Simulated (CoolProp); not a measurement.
Vapour-liquid equilibrium of dimethyl ether (1) + isobutane (2) at 313.7 K; x and y are mole fractions of (1).

Values from CoolProp's multi-fluid Helmholtz-energy mixture model, Wu 2011 and Bücker 2006; pair parameters Bell 2016.

```tsv
x	bubble pressure (kPa)	y at the bubble point	dew pressure at overall composition x (kPa)	liquid density (mol/L)
0.05	577.0	0.102	557.1	9.269
0.15	644.1	0.262	596.1	9.571
0.25	700.7	0.384	638.8	9.902
0.35	748.5	0.482	684.7	10.26
0.45	788.9	0.568	732.8	10.66
0.55	822.8	0.645	780.8	11.10
0.65	850.9	0.718	825.1	11.59
0.75	873.5	0.791	861.6	12.14
0.85	890.3	0.868	887.0	12.75
0.95	900.4	0.953	900.2	13.42
```

No azeotrope shows between x = 0.05 and 0.95.

Pair parameters are fitted to limited data, so mixtures are less certain than the pure fluids.
